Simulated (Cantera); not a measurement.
What does this Cantera script print?

```python
import numpy as np
import cantera as ct

gas_names = """
    CL CL2 H HCL H2 N NH NH2 NH3 N2 N2H2 N2H4 Na NaCL NaH Na2 Na2CL2
""".split()
cond_names = """
    NH4CL(a) NH4CL(b) Na(cr) Na(L) NaCL(s) NaCL(L)
""".split()


# ... load() reads the species with a 1 bar reference pressure and builds the phases ...
atoms = {
    'NaCl': {'Na': 1, 'CL': 1},
    'HCl': {'H': 1, 'CL': 1},
    'N2': {'N': 2},
}
top_T = {}  # K; cautious upper limits of use, not melting points


# ... equilibrate(T, P, feed) seeds the gas with the atoms and calls Mixture.equilibrate('TP', solver="vcs", rtol=1e-11, max_steps=5000) ...
results = []
feed = {'NaCl': 1, 'HCl': 0.35, 'N2': 0.19}  # mol
P = 10000  # Pa
for T in [1375, 1450, 1525, 1600, 1675, 1750, 1825, 1900, 1975, 2050, 2125]:
    mix = equilibrate(T, P, feed)
    results.append((T, P, feed, dict(zip(mix.species_names, mix.species_moles))))
    x = sorted(zip(gas.X, gas.species_names), reverse=True)
    print(f"T = {T:g} K  P = {P:g} Pa  gas = {mix.phase_moles(0):.4g} mol")
    print("   x: " + "  ".join(f"{s} {v:.3e}" for v, s in x if v > 0.001))
    print("   condensed (mol): " + ("  ".join(f"{mix.phase(i).name} {mix.phase_moles(i):.4g}"
          for i in range(1, mix.n_phases) if mix.phase_moles(i) > 1e-12) or "none"))
```

Output:

```
T = 1375 K  P = 10000 Pa  gas = 0.911 mol
   x: HCL 3.839e-01  NaCL 3.109e-01  N2 2.086e-01  Na2CL2 9.626e-02
   condensed (mol): NaCL(L) 0.5414
T = 1450 K  P = 10000 Pa  gas = 1.393 mol
   x: NaCL 5.066e-01  HCL 2.508e-01  N2 1.364e-01  Na2CL2 1.056e-01
   condensed (mol): none
T = 1525 K  P = 10000 Pa  gas = 1.453 mol
   x: NaCL 5.681e-01  HCL 2.401e-01  N2 1.307e-01  Na2CL2 5.994e-02
   condensed (mol): none
T = 1600 K  P = 10000 Pa  gas = 1.492 mol
   x: NaCL 6.043e-01  HCL 2.334e-01  N2 1.274e-01  Na2CL2 3.304e-02  CL 1.261e-03
   condensed (mol): none
T = 1675 K  P = 10000 Pa  gas = 1.514 mol
   x: NaCL 6.239e-01  HCL 2.292e-01  N2 1.255e-01  Na2CL2 1.833e-02  CL 2.060e-03  H2 1.017e-03
   condensed (mol): none
T = 1750 K  P = 10000 Pa  gas = 1.527 mol
   x: NaCL 6.341e-01  HCL 2.261e-01  N2 1.245e-01  Na2CL2 1.043e-02  CL 3.237e-03  H2 1.570e-03
   condensed (mol): none
T = 1825 K  P = 10000 Pa  gas = 1.535 mol
   x: NaCL 6.391e-01  HCL 2.233e-01  N2 1.238e-01  Na2CL2 6.144e-03  CL 4.912e-03  H2 2.332e-03
   condensed (mol): none
T = 1900 K  P = 10000 Pa  gas = 1.54 mol
   x: NaCL 6.413e-01  HCL 2.204e-01  N2 1.234e-01  CL 7.224e-03  Na2CL2 3.747e-03  H2 3.339e-03
   condensed (mol): none
T = 1975 K  P = 10000 Pa  gas = 1.545 mol
   x: NaCL 6.416e-01  HCL 2.170e-01  N2 1.230e-01  CL 1.033e-02  H2 4.615e-03  Na2CL2 2.362e-03
   condensed (mol): none
T = 2050 K  P = 10000 Pa  gas = 1.55 mol
   x: NaCL 6.404e-01  HCL 2.128e-01  N2 1.225e-01  CL 1.439e-02  H2 6.168e-03  Na 1.545e-03  Na2CL2 1.535e-03
   condensed (mol): none
T = 2125 K  P = 10000 Pa  gas = 1.557 mol
   x: NaCL 6.377e-01  HCL 2.079e-01  N2 1.221e-01  CL 1.961e-02  H2 7.977e-03  Na 2.687e-03  H 1.026e-03  Na2CL2 1.024e-03
   condensed (mol): none
```

Cantera equilibrium calculation (NASA polynomials, part measured and part estimated; ideal gas, pure solids and liquids).
